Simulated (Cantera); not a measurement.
Feed: 1 mol HMDSO, 0.33 mol O2, 3.7 mol N2, 0.35 mol O3, equilibrated at 875 °C.

Method: chemical equilibrium by Gibbs-energy minimisation in Cantera with the NASA 1993 tables (ideal gas, pure condensed phases). Candidate condensed phases: C, C6H6, C7H8, C8H18, H2O, Si, SiC, SiO2, Si2N2O, Si3N4; 151 gas species. The feed counts by its element totals alone. N2 is the only nitrogen source here; it is nearly inert below about 1500 K, so the nitride shown seldom forms there in practice. Mutual solubility and eutectic melting of coexisting phases are not modelled. The tables hold silica as quartz up to 1696 K and as liquid above; real silica turns to tridymite and cristobalite and melts near 1996 K. Rates play no part.

log p: log10 of the partial pressure in bar; n: condensed amount in mol.

| P (Pa) | log p H2 | log p N2 | log p CO | log p CH4 | n C(graphite) | n Si2N2O(s) | n SiO2(β-quartz) |
|---|---|---|---|---|---|---|---|
| 5 | -4.47 | -5.00 | -5.20 | -10.57 | 4.29 | 1.000 | 0 |
| 36 | -3.62 | -4.14 | -4.34 | -8.86 | 4.29 | 1.000 | 0 |
| 260 | -2.76 | -3.28 | -3.48 | -7.14 | 4.29 | 1.00 | 0 |
| 1900 | [?] | [?] | [?] | [?] | [?] | [?] | [?] |
| 14000 | [?] | [?] | [?] | [?] | 5.80 | [?] | [?] |
| 100000 | -0.15 | -0.57 | -2.42 | -1.91 | 5.81 | 0.446 | 1.11 |

Task: Some entries are withheld; supply them.

Result: 
- 14000, log p H2: -0.99
- 14000, log p N2: -1.44
- 14000, log p CO: -2.71
- 14000, log p CH4: -3.61
- 14000, n Si2N2O(s): 0.488
- 14000, n SiO2(β-quartz): 1.02
- 1900, log p H2: -1.87
- 1900, log p N2: -2.34
- 1900, log p CO: -3.01
- 1900, log p CH4: -5.37
- 1900, n C(graphite): 5.34
- 1900, n Si2N2O(s): 0.649
- 1900, n SiO2(β-quartz): 0.701
